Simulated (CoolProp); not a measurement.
Ammonia at several states: Z from the reference equation and from simpler models built on Tc = 132.4 °C, pc = 11360 kPa, ω = 0.256; each cubic takes its own stable root.

Model: reference Helmholtz-energy equation of state, Gao 2020, in CoolProp.

```csv
T (°C),p (kPa),phase,reference
409.95,538,gas,0.9978
431.65,56800,supercritical,0.9073
60.55,998,gas,0.9293
```

Task: How far does each simpler model (Soave-Redlich-Kwong, Peng-Robinson) lie from the reference over these 3 states: mean and median of the absolute difference, and the worst?

Result: 
- Soave-Redlich-Kwong: mean 5.0 %, median 1.3 %, worst +13.5 % at 431.65 °C and 56800 kPa
- Peng-Robinson: mean 2.9 %, median 0.9 %, worst +7.8 % at 431.65 °C and 56800 kPa
